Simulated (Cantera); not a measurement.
Source: NASA polynomial tables (part measured, part estimated), evaluated in Cantera. Values are per mole of reaction as written; species without (g) are pure solids or liquids, kept so even where they would boil at 1 bar.

**Question.** Between 525 and 1525 K, where is each reaction favourable under standard conditions?
- 6 Ti₂O₃ + O₂(g) → 4 Ti₃O₅
- 3 O(g) + 4 TiO(g) → Ti₄O₇

**Answer.** 
- 6 Ti₂O₃ + O₂(g) → 4 Ti₃O₅: ΔG° is -640 kJ at 525 K and -524 kJ at 1525 K; it stays negative (K > 1). ΔH° is -736 kJ and ΔS° -139 J/K at 1525 K.
- 3 O(g) + 4 TiO(g) → Ti₄O₇: ΔG° is -3732 kJ at 525 K and -2580 kJ at 1525 K; it stays negative (K > 1). ΔH° is -4281 kJ and ΔS° -1115 J/K at 1525 K.
